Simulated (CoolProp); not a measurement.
Vapour-liquid equilibrium of benzene (1) + o-xylene (2) at 95.55 °C; x and y are mole fractions of (1).

Model: multi-fluid Helmholtz-energy mixture model, Thol 2012 and Zhou 2012; pair parameters Bell 2016, in CoolProp.

Question: Give the bubble pressure and the first vapour's composition at x = 0.425, 0.575, 0.875. Is there an azeotrope?

Answer: x = 0.425: 0.8620 bar, y = 0.851; x = 0.575: 1.079 bar, y = 0.909; x = 0.875: 1.440 bar, y = 0.975. No azeotrope shows between x = 0.05 and 0.95.

The pair parameters rest on a limited set of measurements; away from them the model extrapolates. The gap from Raoult's law changes sign with composition, which may be real or a fault of the pair parameters; it wasn't checked against measurements.
